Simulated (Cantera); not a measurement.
Cantera with NASA thermochemical tables; ideal gases at 1 bar, condensed phases pure. Values are per mole of reaction as written; species without (g) are pure solids or liquids, kept so even where they would boil at 1 bar.

Q: Between 773 and 1273 K, where is each reaction favourable under standard conditions?
- 2 Pb + O2(g) = 2 PbO
- 2 Mg + O2(g) = 2 MgO
- 2 Ca + O2(g) = 2 CaO

A: 
- 2 Pb + O2(g) = 2 PbO: ΔG° is -284 kJ at 773 K and -190 kJ at 1273 K; it stays negative (K > 1). ΔH° is -377 kJ and ΔS° -146 J/K at 1273 K.
- 2 Mg + O2(g) = 2 MgO: ΔG° is -1036 kJ at 773 K and -923 kJ at 1273 K; it stays negative (K > 1). ΔH° is -1217 kJ and ΔS° -231 J/K at 1273 K.
- 2 Ca + O2(g) = 2 CaO: ΔG° is -1107 kJ at 773 K and -1001 kJ at 1273 K; it stays negative (K > 1). ΔH° is -1283 kJ and ΔS° -221 J/K at 1273 K.
